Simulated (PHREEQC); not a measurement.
Dissolve 0.027 mol K2SO4 per kg of water at 25 °C. Closed to the air; pH follows from the charge balance.

All values are PHREEQC results (ion-association model, phreeqc.dat), not measurements.

| Item | Value |
|---|---|
| ionic strength | 0.0743 mol/kgw |
| specific conductance | 6000 µS/cm |
| density | 1.001 g/cm³ |

| species | molality | activity | log γ |
|---|---|---|---|
| K+ | 0.0506 | 0.0398 | -0.105 |
| SO4-2 | 0.0236 | 0.00970 | -0.387 |
| KSO4- | 0.00336 | 0.00271 | -0.094 |
| OH- | 1.75e-7 | 1.37e-7 | -0.106 |
| H+ | 8.80e-8 | 7.37e-8 | -0.077 |
| HSO4- | 8.70e-8 | 6.95e-8 | -0.098 |

Precipitation was switched off in this run. Species that the database lacks are ignored.
